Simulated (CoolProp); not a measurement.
Properties of acetone along the isotherm 550 K.

The numbers come from the reference Helmholtz-energy equation of state, Lemmon 2006 in CoolProp. It is a short technical equation, of lower accuracy than the large ones.

| p (MPa) | phase | speed of sound (m/s) | Joule-Thomson coefficient (K/MPa) |
|---|---|---|---|
| 0.168 | gas | 288.7 | 8.859 |
| 0.335 | gas | 286.1 | 8.916 |
| 0.503 | gas | … | 8.975 |
| 0.67 | gas | … | 9.034 |
| 0.838 | gas | 278.1 | 9.095 |
| 1.01 | gas | 275.4 | 9.158 |
| 1.17 | gas | 272.8 | 9.217 |
| 1.34 | gas | … | 9.281 |
| 1.51 | gas | 267.3 | 9.346 |
| 1.68 | gas | 264.5 | 9.411 |
| 1.84 | gas | 261.9 | 9.473 |
| 2.01 | gas | 259.1 | 9.540 |
| 2.18 | gas | 256.2 | 9.608 |
| 2.35 | gas | 253.3 | 9.676 |

Problem. Fill in the missing entries.

Solution. 
- 0.503, speed of sound (m/s): 283.4
- 0.67, speed of sound (m/s): 280.8
- 1.34, speed of sound (m/s): 270.1
